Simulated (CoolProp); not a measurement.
Ammonia along the isobar 7.34 MPa: density (kg/m³) from the reference equation and from simpler models built on Tc = 132.4 °C, pc = 11.36 MPa, ω = 0.256; each cubic takes its own stable root.

Model: reference Helmholtz-energy equation of state, Gao 2020, in CoolProp.

```csv
T (°C),phase,reference,van der Waals,Redlich-Kwong,Soave-Redlich-Kwong,Peng-Robinson
-33.85,liquid,685.9,360.8,528.6,543.2,612.3
-11.85,liquid,658.7,348.2,506.5,522.9,590.4
10.25,liquid,629.6,334.2,481.7,499.7,565.0
32.25,liquid,598.1,318.4,454.0,473.1,535.5
54.25,liquid,562.8,300.0,422.1,441.6,500.3
76.35,liquid,521.3,276.5,383.2,402.6,456.1
98.35,liquid,467.0,60.95,330.5,349.8,395.5
120.45,gas,58.70,52.08,54.95,55.51,57.43
```

At some of these states van der Waals gives the other phase, because its saturation line lies elsewhere.
